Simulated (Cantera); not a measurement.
## Ignition delay

Mixture: CO : H2 : CH4 : O2 : N2 = 1 : 0.14 : 0.034 : 1.33 : 6.38 (molar parts), equivalence ratio 0.48, at 1.00 bar, adiabatic and at constant volume. Ignition delay is the time to a rise of 400 K.

Model: GRI-Mech 3.0 (53 species, 325 reactions), integrated in Cantera. Where the delays flatten at high temperature, the 400 K rule measures the pace of heat release, not the induction time.

| T0 (K) | delay (ms) |
|---|---|
| 1300 | 0.135 |
| 1350 | 0.121 |
| 1400 | 0.111 |
| 1450 | 0.104 |
| 1500 | 0.0997 |
| 1550 | 0.0975 |
| 1600 | 0.0970 |
| 1650 | 0.0981 |
| 1700 | 0.101 |
| 1750 | 0.105 |
